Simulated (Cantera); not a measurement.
**Adiabatic ignition**

An adiabatic, constant-pressure homogeneous reactor starts with 46.2 % H₂, 11.3 % O₂, 42.5 % N₂, at 1248 K and 1.00 bar.

Cantera simulation using the H2/O2 subset of GRI-Mech 3.0, which has no nitrogen chemistry; the numbers are that mechanism's predictions, not measurements.

```tsv
t (s)	T (K)	x H₂	x O₂	x OH	x H	x O	x H₂O
3.00e-6	1248	0.462	0.113	1.63e-9	4.22e-8	2.83e-9	2.16e-8
7.98e-6	1248	0.462	0.113	1.59e-8	3.96e-7	2.79e-8	3.97e-7
2.12e-5	1248	0.462	0.113	2.75e-6	6.68e-5	4.74e-6	8.06e-5
5.64e-5	2014	0.207	0.00213	0.0119	0.111	0.00469	0.217
0.000150	2464	0.238	0.000596	0.0101	0.0521	0.00146	0.234
0.000399	2638	0.250	0.000204	0.00684	0.0294	0.000516	0.243
0.00106	2668	0.252	0.000155	0.00610	0.0255	0.000394	0.244
0.00282	2668	0.252	0.000154	0.00609	0.0254	0.000393	0.244
0.00751	2668	0.252	0.000154	0.00609	0.0254	0.000393	0.244
0.0200	2668	0.252	0.000154	0.00609	0.0254	0.000393	0.244
0.0531	2668	0.252	0.000154	0.00609	0.0254	0.000393	0.244
0.141	2668	0.252	0.000154	0.00609	0.0254	0.000393	0.244
0.376	2668	0.252	0.000154	0.00609	0.0254	0.000393	0.244
1.00	2668	0.252	0.000154	0.00609	0.0254	0.000393	0.244
```
x: mole fraction; the columns are a selection and need not sum to one.

```json
{
  "time_of_steepest_temperature_rise": "39.9 µs",
  "temperature at 1.00 s": "2668 K",
  "equilibrium_temperature": "2668 K",
  "x(H₂) at 1.00 s": "0.252 (gas-phase equilibrium 0.252)",
  "x(O₂) at 1.00 s": "0.000154 (gas-phase equilibrium 0.000154)",
  "x(OH) at 1.00 s": "0.00609 (gas-phase equilibrium 0.00609)"
}
```
